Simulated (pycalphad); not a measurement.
An equivalent pycalphad script:

```python
from pycalphad import Database, equilibrium, calculate, variables as v
import numpy as np
db = Database('COST507.tdb')
comps = ['AL', 'C', 'VA']
phases = ['AL4C3', 'FCC_A1', 'GRAPHITE', 'LIQUID']
eq = equilibrium(db, comps, phases, {v.X('C'): 0.467, v.T: np.arange(3050, 499, -50), v.P: 101325, v.N: 1}, output=['HM', 'SM'])
```

CALPHAD calculation (pycalphad, COST 507 light-alloy database (1999)), 1 atm. No gas phase is included, though pure Al would boil below 2777 °C. These are 1990s assessments: newer ones move some temperatures and phases. Amounts are mole fractions of atoms. Kinetics are ignored, which matters at the lower temperatures.

Results at three of the temperatures:

```
T = 2250.00 K, P = 101325 Pa, N = 1 mol of atoms
G = -113810 J/mol, H = 19124 J/mol, S = 59.08 J/(mol K)  (SER reference)
chemical potentials (J/mol): Al -163981, C -56548
phase             fraction      x(Al)       x(C)
AL4C3               0.9327     0.5714     0.4286
GRAPHITE            0.0673       none     1.0000
```

```
T = 1750.00 K, P = 101325 Pa, N = 1 mol of atoms
G = -85897 J/mol, H = 5644 J/mol, S = 52.31 J/(mol K)  (SER reference)
chemical potentials (J/mol): Al -129435, C -36207
phase             fraction      x(Al)       x(C)
AL4C3               0.9327     0.5714     0.4286
GRAPHITE            0.0673       none     1.0000
```

```
T = 1700.00 K, P = 101325 Pa, N = 1 mol of atoms
G = -83301 J/mol, H = 4313 J/mol, S = 51.54 J/(mol K)  (SER reference)
chemical potentials (J/mol): Al -126187, C -34354
phase             fraction      x(Al)       x(C)
AL4C3               0.9327     0.5714     0.4286
GRAPHITE            0.0673       none     1.0000
```

Changes of the phase set, refined by bisection:

```
T (°C)       phases above      phases below
------  -----------------  ----------------
2155.8  graphite + liquid  AL4C3 + graphite
```

Database names, with the compositions (at.%) that they take in these runs: AL4C3: Al 57 C 43. An entry "none" or "no" means that the model of the phase leaves that element out.
